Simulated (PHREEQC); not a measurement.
Solution (25 °C): 0.049 mol KH2PO4, 0.18 mol HF and 0.0024 mol ZnSO4 per kg of water. Closed to the air; pH follows from the charge balance.

Model: ion-association model, wateq4f.dat, run in PHREEQC.

No solid was allowed to form.

**Question.** Order these Zn species by the share of Zn that they hold, largest first: ZnSO4, Zn+2, ZnF+.

**Answer.** Zn+2 (85 %), ZnF+ (9.2 %), ZnSO4 (6.2 %)

The pH is 2.31 and the ionic strength 0.0624 mol/kgw. wateq4f.dat counts part of the HF as a dimer, H2F2, which phreeqc.dat doesn't know; its constant is uncertain. H3PO4, which wateq4f.dat lacks, is added to it with the constant of phreeqc.dat. The database has no phosphate complexes of Zn.
